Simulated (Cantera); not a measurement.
Gas mixture: CO : N2 : CO2 : NH3 = 1 : 0.18 : 0.47 : 0.32 (molar parts), at 2670 Pa, frozen composition.

Cantera's kinetic-theory transport with the Lennard-Jones parameters of GRI-Mech 3.0, ideal gas; thermal conductivity in the mixture-averaged form. Polar gases are described roughly by these parameters. The composition is frozen, though it would react at the higher temperatures.

One state of this run: ρ (kg/m³) = 0.00688; cp (J/kg/K) = 1504; μ (µPa s) = 50.8; λ (mW/m/K) = 107; Pr = 0.716; D (cm²/s) C2H2 = 87.7; D (cm²/s) CH4 = 115; D (cm²/s) H = 634. D: mixture-averaged diffusion coefficient of that species in the mixture.

Q: Which value of T (K) does it belong to?
(A) 650
(B) 1400
(C) 1650
(D) 400

A: B, 1400
